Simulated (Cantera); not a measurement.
An adiabatic, constant-volume homogeneous reactor starts with H₂ : O₂ : N₂ : H₂O = 1 : 0.588 : 2.21 : 0.59 (molar parts), at 1325 K and 0.355 atm.

Detailed kinetics in Cantera: the H2/O2 subset of GRI-Mech 3.0, which has no nitrogen chemistry.

x: mole fraction; the columns are a selection and need not sum to one.

| t (s) | T (K) | P (bar) | x H₂ | x O₂ | x H₂O | x OH | x HO₂ | x H₂O₂ |
|---|---|---|---|---|---|---|---|---|
| 8.00e-6 | 1325 | 0.360 | 0.228 | 0.134 | 0.134 | 1.02e-8 | 5.55e-8 | 3.00e-10 |
| 2.29e-5 | 1325 | 0.360 | 0.228 | 0.134 | 0.134 | (withheld) | (withheld) | (withheld) |
| 6.58e-5 | 1342 | 0.364 | 0.213 | 0.128 | 0.145 | 0.00101 | 4.04e-5 | 6.77e-7 |
| 0.000188 | 2276 | 0.583 | 0.0464 | 0.0375 | 0.308 | 0.0306 | 7.59e-6 | 2.98e-7 |
| 0.000540 | 2647 | 0.660 | 0.0312 | 0.0296 | 0.344 | 0.0292 | 7.88e-6 | 4.46e-7 |
| 0.00155 | 2659 | 0.662 | 0.0305 | 0.0293 | 0.345 | 0.0291 | 8.05e-6 | 4.67e-7 |
| 0.00444 | 2659 | 0.662 | 0.0305 | 0.0293 | 0.345 | 0.0291 | 8.05e-6 | 4.67e-7 |
| 0.0127 | 2659 | 0.662 | 0.0305 | 0.0293 | 0.345 | 0.0291 | 8.05e-6 | 4.67e-7 |
| 0.0365 | 2659 | 0.662 | 0.0305 | 0.0293 | 0.345 | 0.0291 | 8.05e-6 | 4.67e-7 |
| 0.105 | 2659 | 0.662 | 0.0305 | 0.0293 | 0.345 | 0.0291 | 8.05e-6 | 4.67e-7 |
| 0.300 | 2659 | 0.662 | 0.0305 | 0.0293 | 0.345 | 0.0291 | 8.05e-6 | 4.67e-7 |

Problem. What belongs in the gaps?

Solution. 
- 2.29e-5, x OH: 2.38e-7
- 2.29e-5, x HO₂: 2.88e-7
- 2.29e-5, x H₂O₂: 3.03e-9
